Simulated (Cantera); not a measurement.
Charge: 1 mol TiN, 22 mol Cl2, 1.5 mol H2, held at 10.0 Torr.

Method: chemical equilibrium by Gibbs-energy minimisation in Cantera with the NASA 1993 tables (ideal gas, pure condensed phases). Candidate condensed phases: NH4Cl, Ti, TiCl2, TiCl3, TiCl4, TiN; 17 gas species. Equilibrium is a limit: real reactors are often held back by kinetics, nucleation or transport. All values below are at 1523 K.

Base state: Cl2 0.448, Cl 0.395, HCl 0.105, TiCl4 0.0349, N2 0.0174, TiCl3 4.58e-5 (mole fractions); condensed: gas only.

Question: What changes in the equilibrium state with this change: TiN replaced by Si3N4?

Answer: 
```
species   before    after
-------  -------  -------
Cl2        0.448    0.356
Cl         0.395    0.351
HCl        0.105    0.110
SiCl4          0    0.110
N2        0.0174   0.0733
TiCl4     0.0349        0
SiCl3          0  6.76e-5
TiCl3    4.58e-5        0
```
The tables' values for SiCl3 are old estimates; treat these amounts as uncertain. Further candidate phases: Si, Si3N4.

Question: What changes in the equilibrium state with this change: H2 from 1.5 to 0.67 mol?

Answer: 
| species | before | after |
|---|---|---|
| Cl2 | 0.448 | 0.487 |
| Cl | 0.395 | 0.411 |
| HCl | 0.105 | 0.0480 |
| TiCl4 | 0.0349 | 0.0358 |
| N2 | 0.0174 | 0.0179 |
| TiCl3 | 4.58e-5 | 4.52e-5 |
